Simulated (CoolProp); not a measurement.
The numbers come from the reference Helmholtz-energy equation of state, Zhou 2012 in CoolProp.

### Question
For m-xylene, give the phase and the cp (kJ/(kg K)), speed of sound (m/s) at 536.3 K and 0.101 MPa.

### Answer
- 536.3 K and 0.101 MPa: gas; cp 2.02, speed of sound 206
